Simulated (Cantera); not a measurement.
Standard-state values (1 bar) from the NASA 1993 polynomials, evaluated with Cantera. Values are per mole of reaction as written; species without (g) are pure solids or liquids, kept so even where they would boil at 1 bar.

NbO2(g) → Nb + 2 O(g), with ΔH° = 698.4 kJ and ΔS° = 85.8 J/K at 300 K.

Question: How far is the shortcut ΔG° ≈ ΔH°(300 K) − T·ΔS°(300 K) from the full temperature-dependent value at 773, 873, 973, 1073, 1173, 1273, 1373 K?

Answer: 
| T (K) | shortcut (kJ) | full (kJ) | difference (kJ) | difference in log10 K |
|---|---|---|---|---|
| 773 | 632.1 | 626.8 | 5.3 | -0.36 |
| 873 | 623.5 | 616.3 | 7.2 | -0.43 |
| 973 | 614.9 | 605.7 | 9.2 | -0.49 |
| 1073 | 606.3 | 594.9 | 11.4 | -0.55 |
| 1173 | 597.7 | 584.0 | 13.7 | -0.61 |
| 1273 | 589.2 | 573.0 | 16.2 | -0.66 |
| 1373 | 580.6 | 561.8 | 18.7 | -0.71 |
The shortcut ignores the heat-capacity change of the reaction.
